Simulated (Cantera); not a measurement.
What does this Cantera script print?

```python
import numpy as np
import cantera as ct

gas = ct.Solution("gri30.yaml")


def delay(T, t_max=10):
    gas.TPX = T, 1000000, {'C3H8': 1, 'O2': 7.69, 'N2': 28.5, 'H2O': 5.5}
    reactor = ct.IdealGasConstPressureReactor(gas, clone=False)
    net = ct.ReactorNet([reactor])
    net.rtol, net.atol = 1e-8, 1e-16
    while net.time < t_max:
        t_old, T_old = net.time, reactor.T
        net.step()
        if reactor.T > T + 400:  # ignition: a rise of 400 K
            return t_old + (T + 400 - T_old) / (reactor.T - T_old) * (net.time - t_old)
    return np.nan


taus = []
for T in [1323, 1423, 1523, 1623, 1723, 1823, 1923, 2023]:
    taus.append(delay(T))
    print(f"T0 = {T:6g} K   tau = {taus[-1]:.4e} s")
```

It prints:

```
T0 =   1323 K   tau = 2.0639e-04 s
T0 =   1423 K   tau = 5.2437e-05 s
T0 =   1523 K   tau = 1.7115e-05 s
T0 =   1623 K   tau = 7.0329e-06 s
T0 =   1723 K   tau = 3.5108e-06 s
T0 =   1823 K   tau = 2.0512e-06 s
T0 =   1923 K   tau = 1.3580e-06 s
T0 =   2023 K   tau = 9.9614e-07 s
```

Cantera simulation using GRI-Mech 3.0 (53 species, 325 reactions); the numbers are that mechanism's predictions, not measurements. GRI-Mech 3.0 was tuned for natural gas; its chemistry of propane as a main component is partial and can be far from experiment.
